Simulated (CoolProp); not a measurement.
A simple Rankine cycle with water: condensing at 307.15 K, boiler at 0.297 MPa, turbine inlet 421.4 K, turbine efficiency 0.75, pump efficiency 0.8, no recuperator. Each further row changes one setting.

Computed with CoolProp (reference Helmholtz-energy equation of state, Wagner 2002).

```tsv
case	thermal efficiency (%)	net work (kJ/kg)	heat in (kJ/kg)	turbine exit temperature (K)	volume ratio over the turbine
as stated	17.0	444	2610	307.1	37.4
turbine inlet 441.4 K	17.1	454	2660	307.1	36.0
condensing temperature 299.15 K	18.3	484	2650	299.2	57.0
boiler pressure 0.208 MPa	15.6	409	2620	307.1	26.5
turbine efficiency 0.65	14.7	385	2610	307.1	38.4
```

The expansion ends wet for: as stated; turbine inlet 441.4 K; condensing temperature 299.15 K; boiler pressure 0.208 MPa; turbine efficiency 0.65.
